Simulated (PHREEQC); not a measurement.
0.054 g of hydrous ferric oxide (600 m²/g; 0.2 weak and 0.005 strong sites per Fe, Dzombak-Morel constants, diffuse double layer) in 1 kg of water with 0.001 mol/kgw of an inert sodium salt and 0.21 mmol/kgw NiCl2 and 0.022 mmol/kgw NaH2PO4, at 25 °C; the pH is set by adding NaOH or the inert anion's acid. Oxygen alone is held at its pressure in air (log pO2 = -0.68). The system is closed to CO2. No solid was allowed to form.

Base run: PHREEQC, ion-association model, wateq4f.dat. Each further column changes one thing. The table gives Ni sorbed (%).

| pH | base | no electrostatic term (-no_edl) | background salt from 0.001 to 0.0001 mol/kgw | oxide from 0.054 to 0.27 g/kgw | 0.00021 mol/kgw Na2SO4 added |
|---|---|---|---|---|---|
| 4 | 0.0 | 0.0 | 0.0 | 0.0 | 0.0 |
| 5 | 0.1 | 0.3 | 0.1 | 0.4 | 0.2 |
| 6.5 | 5.0 | 10.2 | 5.1 | 16.0 | 5.4 |
| 7.5 | 25.1 | 44.1 | 25.1 | 73.3 | 25.9 |
| 8.5 | 33.7 | 55.6 | 33.6 | 98.9 | 34.0 |
| 9.5 | 34.6 | 57.7 | 34.5 | 100.0 | 34.7 |
| 11 | 29.3 | 12.3 | 29.4 | 99.9 | 29.3 |
| 12 | 25.4 | 0.4 | 25.6 | 97.0 | 25.3 |

In at least one series the solution becomes supersaturated in solids that the run did not let form, among them Ni(OH)2, Ni3(PO4)2. H3PO4, which wateq4f.dat lacks, is added to it with the constant of phreeqc.dat. The database has no phosphate complexes of Ni.
